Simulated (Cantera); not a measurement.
Input: 1 mol Fe2O3, 1.8 mol H2O, 1.2 mol O2, held at 0.500 bar.

Equilibrium computed with Cantera from the NASA thermochemical tables; the gas is ideal and each condensed phase is pure. Candidate condensed phases: Fe, FeO, Fe(OH)2, Fe(OH)3, Fe2O3, Fe3O4, H2O; 12 gas species. The numbers say what is thermodynamically allowed, not how fast it happens.

x: gas mole fraction; n: condensed amount in mol.

```csv
T (K),x H2O,x O2,x OH,x O,n Fe2O3(s),n Fe3O4(s)
773,0.600,0.400,1.27e-9,<1e-12,1.00,0
873,0.600,0.400,…,…,1.00,0
973,0.600,0.400,2.29e-7,6.05e-11,1.00,0
1073,0.600,0.400,…,…,1.00,0
1173,0.600,0.400,7.04e-6,1.25e-8,1.00,0
1273,0.600,0.400,2.61e-5,9.62e-8,1.00,0
1373,0.600,0.400,8.00e-5,5.51e-7,1.00,0
1473,0.600,0.400,0.000211,2.50e-6,1.00,0
1573,0.600,0.400,0.000491,9.34e-6,1.000,0
1673,0.568,0.431,0.00102,3.10e-5,0,0.667
1773,0.567,0.431,0.00198,8.71e-5,0,0.667
```

Q: Some entries are withheld; supply them.

A: 
- 1073, x OH: 1.49e-6
- 1073, x O: 1.11e-9
- 873, x OH: 2.29e-8
- 873, x O: 1.70e-12
